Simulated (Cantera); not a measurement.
Input (Python, Cantera) and output of one run.

```python
import numpy as np
import cantera as ct

gas_names = """
    PbO CO2 CO
""".split()
cond_names = """
    C(gr) Pb(cr) Pb(L)
""".split()


# ... load() reads the species with a 1 bar reference pressure and builds the phases ...
species = {s.name: s for s in load("nasa_gas.yaml", gas_names) + load("nasa_condensed.yaml", cond_names)}
# Each term lists the table entries of one substance; the one whose range holds T is used.
reactions = {
    '2 PbO(g) + C = 2 Pb + CO2(g)':
        [(-2, ['PbO']), (-1, ['C(gr)']), (2, ['Pb(cr)', 'Pb(L)']), (1, ['CO2'])],
    'PbO(g) + CO(g) = Pb + CO2(g)':
        [(-1, ['PbO']), (-1, ['CO']), (1, ['Pb(cr)', 'Pb(L)']), (1, ['CO2'])],
}


def pick(names, T):
    return next(species[n] for n in names if species[n].thermo.min_temp <= T <= species[n].thermo.max_temp)


results = []
for label, terms in reactions.items():
    print(label)
    print("     T/K   dH/kJ  dS/(J/K)   dG/kJ   log10 K")
    for T in [1000, 1075, 1150, 1225, 1300, 1375, 1450, 1525, 1600]:
        used = [(nu, pick(names, T)) for nu, names in terms]
        dH = sum(nu * s.thermo.h(T) for nu, s in used) / 1e6
        dS = sum(nu * s.thermo.s(T) for nu, s in used) / 1e3
        dG = dH - T * dS / 1e3
        logK = -dG * 1e6 / (ct.gas_constant * T * np.log(10))
        results.append((label, T, dH, dS, dG, logK, [s.name for _, s in used]))
        print(f"{T:8g} {dH:8.1f} {dS:8.1f} {dG:8.1f} {logK:8.2f}")
```

Output:

```
2 PbO(g) + C = 2 Pb + CO2(g)
     T/K   dH/kJ  dS/(J/K)   dG/kJ   log10 K
    1000   -511.9   -104.9   -406.9    21.26
    1075   -510.6   -103.7   -399.1    19.39
    1150   -509.3   -102.6   -391.4    17.78
    1225   -508.1   -101.5   -383.7    16.36
    1300   -506.8   -100.5   -376.2    15.11
    1375   -505.6    -99.6   -368.7    14.00
    1450   -504.4    -98.8   -361.2    13.01
    1525   -503.2    -97.9   -353.8    12.12
    1600   -502.0    -97.2   -346.5    11.31
PbO(g) + CO(g) = Pb + CO2(g)
     T/K   dH/kJ  dS/(J/K)   dG/kJ   log10 K
    1000   -341.3   -140.1   -201.1    10.51
    1075   -340.3   -139.2   -190.6     9.26
    1150   -339.2   -138.3   -180.2     8.19
    1225   -338.2   -137.4   -169.9     7.24
    1300   -337.2   -136.6   -159.6     6.41
    1375   -336.2   -135.8   -149.4     5.68
    1450   -335.1   -135.1   -139.3     5.02
    1525   -334.1   -134.4   -129.2     4.42
    1600   -333.0   -133.7   -119.1     3.89
```

Cantera with NASA thermochemical tables; ideal gases at 1 bar, condensed phases pure. Condensed species are held in their standard states even where they would react or evaporate.
